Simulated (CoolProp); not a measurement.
Vapour-liquid equilibrium of cyclohexane (1) + ethylbenzene (2) at 295.1 K; x and y are mole fractions of (1).

Values from CoolProp's multi-fluid Helmholtz-energy mixture model, Zhou 2014 and Zhou 2012; pair parameters Bell 2016.

```json
[
 {"x": "0.05", "bubble pressure, mixture model (MPa)": "___", "bubble pressure, Raoult's law (MPa)": "0.001584", "y, mixture model": "0.421", "y, Raoult's law": "0.357"},
 {"x": "0.2", "bubble pressure, mixture model (MPa)": "0.003729", "bubble pressure, Raoult's law (MPa)": "0.003123", "y, mixture model": "___", "y, Raoult's law": "0.725"},
 {"x": "0.35", "bubble pressure, mixture model (MPa)": "___", "bubble pressure, Raoult's law (MPa)": "0.004661", "y, mixture model": "___", "y, Raoult's law": "0.851"},
 {"x": "0.5", "bubble pressure, mixture model (MPa)": "0.006977", "bubble pressure, Raoult's law (MPa)": "0.006199", "y, mixture model": "0.917", "y, Raoult's law": "0.914"},
 {"x": "0.65", "bubble pressure, mixture model (MPa)": "___", "bubble pressure, Raoult's law (MPa)": "0.007737", "y, mixture model": "0.947", "y, Raoult's law": "0.952"},
 {"x": "0.8", "bubble pressure, mixture model (MPa)": "0.009554", "bubble pressure, Raoult's law (MPa)": "0.009276", "y, mixture model": "0.970", "y, Raoult's law": "0.977"},
 {"x": "0.95", "bubble pressure, mixture model (MPa)": "0.01086", "bubble pressure, Raoult's law (MPa)": "0.01081", "y, mixture model": "0.992", "y, Raoult's law": "0.995"}
]
```

Task: What belongs in the gaps?

Result: 
- 0.05, bubble pressure, mixture model (MPa): 0.001759
- 0.2, y, mixture model: 0.768
- 0.35, bubble pressure, mixture model (MPa): 0.005473
- 0.35, y, mixture model: 0.869
- 0.65, bubble pressure, mixture model (MPa): 0.008303

The largest gap from Raoult's law is +19.4 % in bubble pressure, at x = 0.2. No azeotrope shows between x = 0.05 and 0.95.

Pair parameters are fitted to limited data, so mixtures are less certain than the pure fluids.
